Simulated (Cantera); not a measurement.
borazine + O₂ + H₂ (boron, boron nitride and boron oxide)

Feed: 1 mol borazine, 3.4 mol O₂, 5.4 mol H₂, held at 100 Torr.

Cantera equilibrium calculation (NASA polynomials, part measured and part estimated; ideal gas, pure solids and liquids). Candidate condensed phases: B, BN, B₂O₃, B₃O₃H₃, H₂O; 39 gas species. The feed counts by its element totals alone. Gases not in the tables: H₃BO₃. The numbers say what is thermodynamically allowed, not how fast it happens.

From 550 °C to 1450 °C the condensed part is B₂O₃(l). From 1600 °C to 1750 °C nothing is condensed.

```tsv
T (°C)	x H₂	x H₂O	x HBO₂	x N₂	x B₂O₃	n B₂O₃(l)
550	0.617	0.228	3.61e-7	0.152	<1e-12	1.45
700	0.617	0.231	1.93e-5	0.152	6.65e-12	1.48
850	0.616	0.231	0.000338	0.152	4.64e-9	1.49
1000	0.615	0.230	0.00290	0.151	6.51e-7	1.48
1150	0.611	0.223	0.0152	0.150	3.08e-5	1.42
1300	0.599	0.198	0.0547	0.147	0.000673	1.21
1450	0.567	0.145	0.139	0.140	0.00838	0.658
1600	0.530	0.105	0.197	0.131	0.0311	0
1750	0.526	0.111	0.187	0.131	0.0344	0
```
x: gas mole fraction; n: condensed amount in mol.
